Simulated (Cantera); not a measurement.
A diamond (100) surface in a fixed gas of H2 with x(CH4) = 0.0035, x(CH3) = 0.00022, at 1350 K, 0.0819 atm; coverages are run to steady state.

Model: the Harris–Goodwin 1993 mechanism for the reconstructed diamond (100) surface, integrated in Cantera.

One state of this run: growth (µm/h) = 3.85; θ c6HH = 0.365; θ c6H* = 0.0540; θ c6*H = 0.531; θ c6** = 0.0480; θ c6HM = 0.000323. θ: site fractions in the mechanism's names (c6HH fully hydrogenated, c6H* and c6*H radical sites, c6** diradical, c6HM methylated).

Task: Which value of x(H) does it belong to?
A. 0.0042
B. 0.027
C. 0.17
D. 0.0001

Result: A, 0.0042
